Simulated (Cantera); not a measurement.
Mixture: C3H8 : O2 : N2 = 1 : 2.78 : 8.61 (molar parts), equivalence ratio 1.8, at 825 Torr, adiabatic and at constant volume. Ignition delay is the time to a rise of 400 K.

Detailed kinetics in Cantera: GRI-Mech 3.0 (53 species, 325 reactions). GRI-Mech 3.0 was tuned for natural gas; its chemistry of propane as a main component is partial and can be far from experiment.

### Question
What does this change do: 0.11 parts H2 added?

### Answer
| quantity | before | after |
|---|---|---|
| delay at 1000 K | 0.470 s | 0.324 s |
| delay at 1100 K | 45.0 ms | 39.7 ms |
| delay at 1200 K | 5.00 ms | 4.77 ms |
| delay at 1300 K | 0.787 ms | 0.770 ms |
| delay at 1400 K | 0.184 ms | 0.182 ms |
| delay at 1500 K | 61.5 µs | 61.3 µs |
| apparent activation energy between 1300 and 1500 K | 210 kJ/mol | 210 kJ/mol |

### Question
What does this change do: pressure from 825 Torr to 25500 Torr?

### Answer
| quantity | before | after |
|---|---|---|
| delay at 1000 K | 0.470 s | 18.5 ms |
| delay at 1100 K | 45.0 ms | 3.09 ms |
| delay at 1200 K | 5.00 ms | 0.574 ms |
| delay at 1300 K | 0.787 ms | 0.115 ms |
| delay at 1400 K | 0.184 ms | 26.9 µs |
| delay at 1500 K | 61.5 µs | 7.76 µs |
| apparent activation energy between 1300 and 1500 K | 210 kJ/mol | 220 kJ/mol |
The pressure lies above the range GRI-Mech 3.0 was tuned for (to about 10 atm).
